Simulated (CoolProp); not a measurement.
Saturation properties of propylene.

The numbers come from the reference Helmholtz-energy equation of state, Lemmon 2013 in CoolProp.

```json
[
 {"T (K)": "177.3", "p (MPa)": "0.005619", "liquid cp (kJ/(kg K))": "2.075", "vapour Z": "0.9958", "surface tension (mN/m)": "23.9"},
 {"T (K)": "181.3", "p (MPa)": "0.007644", "liquid cp (kJ/(kg K))": "2.080", "vapour Z": "0.9947", "surface tension (mN/m)": "23.3"},
 {"T (K)": "185.3", "p (MPa)": "0.01024", "liquid cp (kJ/(kg K))": "2.086", "vapour Z": "0.9933", "surface tension (mN/m)": "22.7"},
 {"T (K)": "189.2", "p (MPa)": "0.01344", "liquid cp (kJ/(kg K))": "2.092", "vapour Z": "0.9918", "surface tension (mN/m)": "22.1"},
 {"T (K)": "193.2", "p (MPa)": "0.01752", "liquid cp (kJ/(kg K))": "2.099", "vapour Z": "0.9900", "surface tension (mN/m)": "21.5"},
 {"T (K)": "197.1", "p (MPa)": "0.02243", "liquid cp (kJ/(kg K))": "2.107", "vapour Z": "0.9879", "surface tension (mN/m)": "20.9"},
 {"T (K)": "201.1", "p (MPa)": "0.02856", "liquid cp (kJ/(kg K))": "2.116", "vapour Z": "0.9856", "surface tension (mN/m)": "20.3"},
 {"T (K)": "205.1", "p (MPa)": "0.03598", "liquid cp (kJ/(kg K))": "2.126", "vapour Z": "0.9829", "surface tension (mN/m)": "19.7"},
 {"T (K)": "209", "p (MPa)": "0.04464", "liquid cp (kJ/(kg K))": "2.136", "vapour Z": "0.9800", "surface tension (mN/m)": "19.2"},
 {"T (K)": "213", "p (MPa)": "0.05516", "liquid cp (kJ/(kg K))": "2.148", "vapour Z": "0.9767", "surface tension (mN/m)": "18.6"},
 {"T (K)": "216.9", "p (MPa)": "0.06723", "liquid cp (kJ/(kg K))": "2.160", "vapour Z": "0.9731", "surface tension (mN/m)": "18.0"},
 {"T (K)": "220.9", "p (MPa)": "0.08167", "liquid cp (kJ/(kg K))": "2.173", "vapour Z": "0.9691", "surface tension (mN/m)": "17.4"}
]
```

It boils at 225.5 K under 1 atm.

Surface tension comes from a separate correlation (Mulero 2012).
